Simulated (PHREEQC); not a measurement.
PHREEQC input (ion-association model, wateq4f.dat):

```
SOLUTION_MASTER_SPECIES
  An  An-  0  An  62.0  # stands for a non-complexing anion
SOLUTION_SPECIES
  An- = An-
    -log_k 0
    -gamma 3.0 0
PHASES
  Fix_H+
    H+ = H+
    -log_k 0
SOLUTION 1
  temp 25
  units mmol/kgw
  pH 7 charge
  Se(6) 0.0046
  Na 5.0092
  An 5
END
SELECTED_OUTPUT 1
  -reset false
  -pH true
  -pe true
  -ionic_strength true
  -water true
  -totals Na Se Se(-2) Se(4) Se(6)
  -molalities Hfo_wOH Hfo_wOH2+ Hfo_wO- Hfo_sOH Hfo_sOH2+ Hfo_sO- Hfo_wSeO4- Hfo_wOHSeO4-2
USER_PUNCH 1
  -headings sigma psi
  10 PUNCH EDL("sigma", "Hfo"), EDL("psi", "Hfo")
PRINT
  -reset false
USE solution 1
SURFACE 1
  Hfo_wOH 0.00314607 600 1.4
  Hfo_sOH 7.86517e-05
EQUILIBRIUM_PHASES 1
  Fix_H+ -4 HAn 10
    -force_equality true
  O2(g) -0.68 10
END
# ... the last block is repeated for the other 12 points of pH, with NaOH or the acid as the point needs
```

Selected output (columns that matter, 13 of 13 rows; pH added in front):

```
pH	mu	Na	Se	m_Hfo_wOH	m_Hfo_wOH2+	m_Hfo_wO-	m_Hfo_sOH	m_Hfo_sOH2+	m_Hfo_sO-	m_Hfo_wSeO4-	m_Hfo_wOHSeO4-2	sigma	psi
4	0.0059387	0.0050092	1.5222e-10	0.0014701	0.0016412	3.0168e-05	3.6807e-05	4.109e-05	7.5529e-07	1.5073e-06	3.0925e-06	0.18881	0.1918
4.5	0.0056301	0.0050092	4.7518e-10	0.0018584	0.0012182	6.4947e-05	4.6527e-05	3.0498e-05	1.6261e-06	1.0234e-06	3.5761e-06	0.13485	0.1759
5	0.0054211	0.0050092	1.8964e-09	0.0021225	0.00090497	0.00011404	5.3139e-05	2.2657e-05	2.8551e-06	7.2163e-07	3.8765e-06	0.092158	0.15737
5.5	0.0052753	0.0050092	9.3628e-09	0.0022773	0.00069262	0.00017154	5.7016e-05	1.7341e-05	4.2946e-06	5.3812e-07	4.0525e-06	0.060365	0.13647
6	0.005175	0.0050092	5.5579e-08	0.0023558	0.00055771	0.00022797	5.8981e-05	1.3963e-05	5.7075e-06	4.257e-07	4.1187e-06	0.037832	0.11333
6.5	0.0051082	0.0050092	3.6474e-07	0.002391	0.00047534	0.00027551	5.9855e-05	1.19e-05	6.8971e-06	3.3825e-07	3.897e-06	0.022596	0.088235
7	0.0050661	0.0050092	1.8614e-06	0.0024063	0.00042469	0.00031234	6.021e-05	1.0626e-05	7.8154e-06	1.9592e-07	2.5427e-06	0.012622	0.061716
7.5	0.0050392	0.0050092	3.9211e-06	0.0024131	0.00039216	0.00034015	6.034e-05	9.8062e-06	8.5057e-06	4.498e-08	6.3394e-07	0.0059731	0.034257
8	0.0050181	0.0050092	4.5123e-06	0.0024149	0.00036989	0.00036118	6.0374e-05	9.2475e-06	9.0299e-06	5.4994e-09	8.2237e-08	0.0010054	0.0062012
8.5	0.0050332	0.0050445	4.5901e-06	0.0024145	0.00035021	0.00038135	6.0363e-05	8.7552e-06	9.5339e-06	5.9042e-10	9.3236e-09	-0.0036694	-0.021976
9	0.0050656	0.0051021	4.5989e-06	0.0024116	0.00032717	0.00040725	6.0291e-05	8.1791e-06	1.0181e-05	6.3115e-11	1.0656e-09	-0.0094297	-0.049836
9.5	0.0051256	0.0051986	4.5999e-06	0.002403	0.00029582	0.0004472	6.0076e-05	7.3954e-06	1.118e-05	6.9209e-12	1.2877e-10	-0.017825	-0.076918
10	0.0052561	0.0053855	4.6e-06	0.0023797	0.00025243	0.00051393	5.9492e-05	6.3107e-06	1.2848e-05	7.9259e-13	1.7114e-11	-0.030791	-0.10267
```

Species that the database lacks are ignored.
